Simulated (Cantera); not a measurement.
Feed: 1 mol CH4, 0.037 mol H2O, 11 mol H2, held at 1023.15 K and 0.00890 bar.

Equilibrium computed with Cantera from the NASA thermochemical tables; the gas is ideal and each condensed phase is pure. Candidate condensed phases: C, C6H6, C7H8, C8H18, H2O; 110 gas species. Kinetics and transport are ignored.

Base state: H2 0.997, CO 0.00283, CH4 0.000662 (mole fractions); condensed: C(graphite).

**Question.** What changes in the equilibrium state with this change: temperature from 1023.15 K to 2923.15 K?

**Answer.** 
```
species            before     after
----------------  -------  --------
H                 4.40e-8     0.696
H2                  0.997     0.281
C2H2 (acetylene)  2.10e-9   0.00810
C3                  <1e-9   0.00672
C2H                 <1e-9   0.00308
C                   <1e-9   0.00205
C2                  <1e-9  0.000881
C(graphite), mol    0.954         0
```
